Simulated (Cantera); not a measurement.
Mixture: CH4 : O2 : N2 : CO2 = 1 : 1.43 : 5.86 : 0.041 (molar parts), at 405 Torr, adiabatic and at constant volume. Ignition delay is the time to a rise of 400 K.

Computed with Cantera and GRI-Mech 3.0 (53 species, 325 reactions).

Predict: delay at 1075 K; delay at 1275 K; delay at 1475 K; delay at 1675 K; delay at 1875 K; apparent activation energy between 1775 and 1975 K.


```
Quantity                                                 Value
--------------------------------------------------  ----------
delay at 1075 K                                        0.689 s
delay at 1275 K                                        32.5 ms
delay at 1475 K                                        2.82 ms
delay at 1675 K                                       0.467 ms
delay at 1875 K                                       0.128 ms
apparent activation energy between 1775 and 1975 K  160 kJ/mol
```
